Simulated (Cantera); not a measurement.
# Tantalum, niobium, vanadium and zirconium in process gases: V + N₂O + H₂

Charge: 1 mol V, 9.1 mol N₂O, 3.6 mol H₂, at 10.0 mbar.

Method: chemical equilibrium by Gibbs-energy minimisation in Cantera with the NASA 1993 tables (ideal gas, pure condensed phases). Candidate condensed phases: H₂O, V, VN, VO, V₂O₃, V₂O₄, V₂O₅; 28 gas species. Mutual solubility and eutectic melting of coexisting phases are not modelled. Condensed phases not in the tables: the oxides between V₂O₃ and V₂O₅ other than VO₂. Gases not in the tables: V₄O₁₀. Kinetics and transport are ignored.

| T (K) | log p N₂ | log p H₂O | log p O₂ | log p NO | n V₂O₄(s) | n V₂O₅(l) |
|---|---|---|---|---|---|---|
| 1123 | -2.19 | -2.60 | -2.96 | -6.17 | 0.106 | 0.394 |
| 1173 | -2.20 | -2.60 | -2.92 | -5.97 | 0.500 | 0 |
| 1223 | -2.20 | -2.60 | -2.92 | -5.80 | 0.500 | 0 |
| 1273 | -2.20 | -2.60 | -2.92 | -5.65 | 0.500 | 0 |
| 1323 | -2.20 | -2.60 | -2.92 | -5.51 | 0.500 | 0 |
| 1373 | -2.20 | -2.60 | -2.92 | -5.38 | 0.500 | 0 |
| 1423 | -2.20 | -2.60 | -2.92 | -5.25 | 0.500 | 0 |
| 1473 | -2.20 | -2.60 | -2.92 | -5.14 | 0.500 | 0 |
| 1523 | -2.20 | -2.60 | -2.92 | -5.03 | 0.500 | 0 |
log p: log10 of the partial pressure in bar; n: condensed amount in mol.

At 1123 K the condensed part is V₂O₄(s) + V₂O₅(l). From 1173 K to 1523 K the condensed part is V₂O₄(s).
